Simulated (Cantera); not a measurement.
# HMDSO + O2 (silicon oxide and oxynitride deposition)

A closed system holds: 1 mol HMDSO, 0.096 mol O2, at 1125 K and 18.0 Torr.

Equilibrium computed with Cantera from the NASA thermochemical tables; the gas is ideal and each condensed phase is pure. Candidate condensed phases: C, C6H6, C7H8, C8H18, H2O, Si, SiC, SiO2; 123 gas species. The feed counts by its element totals alone. Mutual solubility and eutectic melting of coexisting phases are not modelled. Kinetics and transport are ignored.

```json
{
 "x(H2)": "0.999",
 "x(CH4)": "0.000691",
 "x(CO)": "0.000301",
 "n(C(graphite))": "4.59 mol",
 "n(SiC(s))": "1.41 mol",
 "n(SiO2(β-quartz))": "0.595 mol",
 "gas_amount": "8.996 mol",
 "log10 activity of Si(s) (absent)": "-2.99"
}
```
